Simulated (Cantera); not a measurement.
Input: 1 mol BCl3, 3 mol O2, 3.8 mol H2, equilibrated at 752 °C and 6100 Pa.

Method: chemical equilibrium by Gibbs-energy minimisation in Cantera with the NASA 1993 tables (ideal gas, pure condensed phases). Candidate condensed phases: B, B2O3, B3O3H3, H2O; 33 gas species. Gases not in the tables: H3BO3. Kinetics and transport are ignored.

Base state: HCl 0.442, H2O 0.375, O2 0.166, Cl2 0.0149, (HBO2)3 0.00140, Cl 0.000277, HBO2 0.000108 (mole fractions); condensed: B2O3(l).

**Question.** What changes in the equilibrium state with this change: H2 from 3.8 to 28 mol?

**Answer.** 
```tsv
species	before	after
H2	<1e-9	0.746
H2O	0.375	0.152
HCl	0.442	0.102
O2	0.166	<1e-9
Cl2	0.0149	<1e-9
(HBO2)3	0.00140	0.000360
Cl	0.000277	1.91e-9
HBO2	0.000108	6.89e-5
B2O3(l), mol	0.486	0.483
```

**Question.** What changes in the equilibrium state with this change: 0.83 mol H2O added?

**Answer.** 
```json
[
 {"species": "H2O", "before": "0.375", "after": "0.442"},
 {"species": "HCl", "before": "0.442", "after": "0.398"},
 {"species": "O2", "before": "0.166", "after": "0.148"},
 {"species": "Cl2", "before": "0.0149", "after": "0.00967"},
 {"species": "(HBO2)3", "before": "0.00140", "after": "0.00179"},
 {"species": "Cl", "before": "0.000277", "after": "0.000223"},
 {"species": "HBO2", "before": "0.000108", "after": "0.000118"},
 {"species": "B2O3(l), mol", "before": "0.486", "after": "0.480"}
]
```
